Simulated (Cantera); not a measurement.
## Al + O2 + N2 (aluminium nitride and oxide growth)

Input: 1 mol Al, 0.82 mol O2, 640 mol N2, held at 1152 °C and 24.0 Pa.

Cantera equilibrium calculation (NASA polynomials, part measured and part estimated; ideal gas, pure solids and liquids). Candidate condensed phases: Al, AlN, Al2O3; 16 gas species. Rates play no part.

x(N2): 1.000
x(O2): 9.88e-5
x(NO): 2.03e-5
n(Al2O3(s)): 0.500 mol
gas amount: 640.1 mol
log10 activity of Al(l) (absent): -16.66
